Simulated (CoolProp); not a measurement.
Nitrous oxide at 492.94 K and 0.451 MPa is throttled through a valve to 0.0988 MPa with no heat exchange. Each further row changes one setting.

Computed with CoolProp (reference Helmholtz-energy equation of state, Lemmon 2006). It is a short technical equation, of lower accuracy than the large ones.

| case | temperature change (K) | final density (kg/m³) |
|---|---|---|
| as stated | -1.2 | 1.06 |
| outlet pressure 0.0296 MPa | -1.5 | 0.319 |
| outlet pressure 0.128 MPa | -1.1 | 1.38 |
